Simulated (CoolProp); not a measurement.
A closed Brayton cycle with carbon dioxide: compressor inlet 328.15 K and 8.9 MPa, high pressure 16.2 MPa, turbine inlet 740 K, compressor efficiency 0.85, turbine efficiency 0.93, recuperator effectiveness 0.9 (on enthalpy, no pinch check). Each further row changes one setting.

Values from CoolProp's reference Helmholtz-energy equation of state, Span 1996.

```tsv
case	thermal efficiency (%)	net work (kJ/kg)	compressor to turbine work	compressor exit (K)	turbine exit (K)
as stated	27.8	46.3	0.38	376.6	669.8
turbine inlet 690 K	26.0	40.5	0.41	376.6	622.6
compressor inlet 338.15 K	27.1	42.3	___	390.6	669.8
high pressure 13.8 MPa	25.1	35.3	___	363.4	688.4
recuperator effectiveness 0.5	___	46.3	0.38	376.6	669.8
```

Question: Complete the blanks.

Answer: 
- compressor inlet 338.15 K, compressor to turbine work: 0.43
- high pressure 13.8 MPa, compressor to turbine work: 0.36
- recuperator effectiveness 0.5, thermal efficiency (%): 15.2
